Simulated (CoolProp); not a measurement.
Vapour-liquid equilibrium of sulfur hexafluoride (1) + CH2F2 (R32) (2) at 1.75 °C; x and y are mole fractions of (1).

Model: multi-fluid Helmholtz-energy mixture model, Guder 2009 and Tillner-Roth 1997; pair parameters Bell 2016, in CoolProp.

```tsv
x	bubble pressure, mixture model (MPa)	bubble pressure, Raoult's law (MPa)	y, mixture model	y, Raoult's law
0.05	(withheld)	0.8823	(withheld)	0.074
0.15	1.459	0.9277	0.422	0.212
0.25	1.610	0.9731	(withheld)	0.337
0.35	(withheld)	1.018	0.530	0.451
0.45	1.722	1.064	(withheld)	0.556
0.55	1.742	1.109	0.588	0.651
0.65	(withheld)	1.155	(withheld)	0.739
0.75	1.714	1.200	0.675	0.821
0.85	(withheld)	1.245	0.752	0.896
0.95	1.455	1.291	0.887	0.967
```

Question: Some entries are withheld; supply them.

Answer: 
- 0.05, bubble pressure, mixture model (MPa): 1.134
- 0.05, y, mixture model: 0.239
- 0.25, y, mixture model: 0.492
- 0.35, bubble pressure, mixture model (MPa): 1.683
- 0.45, y, mixture model: 0.559
- 0.65, bubble pressure, mixture model (MPa): 1.744
- 0.65, y, mixture model: 0.624
- 0.85, bubble pressure, mixture model (MPa): 1.631

The largest gap from Raoult's law is +65.5 % in bubble pressure, at x = 0.25. y crosses x between x = 0.55 and 0.65: the model has an azeotrope there.

Pair parameters are fitted to limited data, so mixtures are less certain than the pure fluids. With so large a gap from Raoult's law the liquid may split in two, which this calculation doesn't test in full.
